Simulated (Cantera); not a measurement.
Input (Python, Cantera) and output of one run.

```python
import numpy as np
import cantera as ct

gas_names = """
    H HNO HNO2 HNO3 HO2 H2 H2O H2O2 N NH NH2 NH3 NH2OH NO NO2 NO3 N2 N2H2 N2H4 N2O O OH O2 O3 Si SiH
    SiH2 SiH3 SiH4 SiN SiO SiO2 Si2 Si2N Si3
""".split()
cond_names = """
    H2O(s) H2O(L) Si(cr) Si(L) SiO2(Lqz) SiO2(hqz) SiO2(L) Si2N2O(s) Si3N4(a)
""".split()


# ... load() reads the species with a 1 bar reference pressure and builds the phases ...
atoms = {
    'Si': {'Si': 1},
    'O2': {'O': 2},
    'N2': {'N': 2},
    'H2O': {'H': 2, 'O': 1},
}
top_T = {'Si2N2O(s)': 2100, 'Si3N4(a)': 2400}  # K; cautious upper limits of use, not melting points


# ... equilibrate(T, P, feed) seeds the gas with the atoms and calls Mixture.equilibrate('TP', solver="vcs", rtol=1e-11, max_steps=5000) ...
results = []
feed = {'Si': 1, 'O2': 0.041, 'N2': 140, 'H2O': 0.001}  # mol
T = 2025  # K
for P in [0.1, 1.5, 22, 320, 4600, 68000, 1000000]:
    mix = equilibrate(T, P, feed)
    results.append((T, P, feed, dict(zip(mix.species_names, mix.species_moles))))

top = {s: max(r[3][s] / sum(r[3][g] for g in gas_names) for r in results) for s in gas_names}
cols = sorted((s for s in top if top[s] > 1e-06), key=lambda s: -top[s])[:7]
seen = [c for c in cond_names if any(r[3].get(c, 0) > 1e-12 for r in results)]
print("log10 of partial pressures in bar; condensed amounts in mol")
print(f"{'P/Pa':>10s}" + "".join(f"{s[:9]:>10s}" for s in cols + seen))
for T, P, feed, n in results:
    ng = sum(n[g] for g in gas_names)
    print(f"{P:10.4g}" + "".join(f"{np.log10(max(n[s] / ng * P / 1e5, 1e-99)):10.3f}" for s in cols)
          + "".join(f"{n.get(c, 0):10.4g}" for c in seen))
```

It prints:

```
log10 of partial pressures in bar; condensed amounts in mol
      P/Pa        N2        Si       SiO       SiN      Si2N       Si2         H     Si(L) Si2N2O(s)  Si3N4(a)
       0.1    -6.003    -8.187    -9.230   -11.799   -15.642   -14.098   -10.848         0         0         0
       1.5    -4.827    -7.011    -8.054   -10.035   -12.703   -11.746    -9.672         0         0         0
        22    -3.661    -5.846    -6.888    -8.287    -9.790    -9.416    -8.507         0         0         0
       320    -2.498    -4.696    -5.725    -6.555    -6.909    -7.116    -7.356         0         0         0
      4600    -1.338    -4.235    -4.565    -5.514    -5.406    -6.194    -6.295     0.701         0         0
   6.8e+04    -0.168    -4.552    -3.393    -5.246    -5.455    -6.828    -5.466         0         0    0.3029
     1e+06     1.000    -5.331    -2.668    -5.441    -6.428    -8.385    -4.812         0   0.05306    0.2879
```

Method: chemical equilibrium by Gibbs-energy minimisation in Cantera with the NASA 1993 tables (ideal gas, pure condensed phases). Mutual solubility and eutectic melting of coexisting phases are not modelled. The tables' values for SiN are old estimates; treat these amounts as uncertain.
